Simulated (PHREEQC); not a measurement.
## Polishing slurry liquid (model solution)

Make-up at 25 °C: 0.0061 mol HNO3, 0.00065 mol H4SiO4 and 0.00016 mol H3BO3 per kg of water. Closed to the air; pH follows from the charge balance.

The numbers come from PHREEQC with the ion-association model, phreeqc.dat.

Each row changes one thing in this solution. This is a speciation only: nothing precipitates in the calculation.

```tsv
case	pH	SI of Chalcedony (SiO2)
as made	2.25	+0.37
H4SiO4 replaced by Na2SiO3 at the same molality	2.35	+0.37
H3BO3 left out	2.25	+0.37
HNO3 replaced by Mg(NO3)2 at the same molality	6.33	+0.37
H4SiO4 from 0.00065 to 0.000325 mol/kgw	2.25	+0.06
temperature from 25 to 5 °C	2.25	+0.61
diluted 10-fold with water	3.23	-0.64
diluted 5-fold with water	2.93	-0.33
```

Some of these states are supersaturated (in Quartz (slow to form), Chalcedony (slow to form), for instance). Constants without temperature data keep their 25 °C values here.
